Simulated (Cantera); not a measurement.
Input (Python, Cantera):

```python
import numpy as np
import cantera as ct

gas = ct.Solution("gri30.yaml")


def delay(T, t_max=10):
    gas.TPX = T, 830000, {'CH4': 1, 'C2H6': 0.046, 'O2': 4.7, 'N2': 17.7, 'H2O': 0.52}
    reactor = ct.IdealGasConstPressureReactor(gas, clone=False)
    net = ct.ReactorNet([reactor])
    net.rtol, net.atol = 1e-8, 1e-16
    while net.time < t_max:
        t_old, T_old = net.time, reactor.T
        net.step()
        if reactor.T > T + 400:  # ignition: a rise of 400 K
            return t_old + (T + 400 - T_old) / (reactor.T - T_old) * (net.time - t_old)
    return np.nan


taus = []
for T in [1050, 1150, 1250, 1350, 1450, 1550]:
    taus.append(delay(T))
    print(f"T0 = {T:6g} K   tau = {taus[-1]:.4e} s")
```

It prints:

```
T0 =   1050 K   tau = 1.6568e-02 s
T0 =   1150 K   tau = 3.6849e-03 s
T0 =   1250 K   tau = 1.0788e-03 s
T0 =   1350 K   tau = 3.6927e-04 s
T0 =   1450 K   tau = 1.3976e-04 s
T0 =   1550 K   tau = 5.7736e-05 s
```

Cantera simulation using GRI-Mech 3.0 (53 species, 325 reactions); the numbers are that mechanism's predictions, not measurements.
